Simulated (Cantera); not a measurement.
An isothermal plug-flow reactor at 650 K and 4.93 atm (inlet), inlet velocity 0.95 m/s, active area per volume 240 1/m; feed 0.283 % H2, 2.46 % O2, 97.3 % N2.

Model: Deutschmann's 1995 Pt surface mechanism with GRI-Mech 3.0 gas chemistry, integrated in Cantera. Catalytic surfaces can have several steady states; this one follows from the mechanism file's or the stated starting coverage. Mass transfer to the wall is taken as infinitely fast.

One state of this run: x H2 = 0.00168; x O2 = 0.0241; x H2O = 0.00115; θ free Pt = 0.120; θ O* = 0.871; θ OH* = 0.00876. x: gas mole fraction; θ: surface coverage.

**Question.** Which value of z (m) does it belong to?
(A) 0.0094
(B) 9.4e-05
(C) 0.00044
(D) 0.0034

**Answer.** C, 0.00044
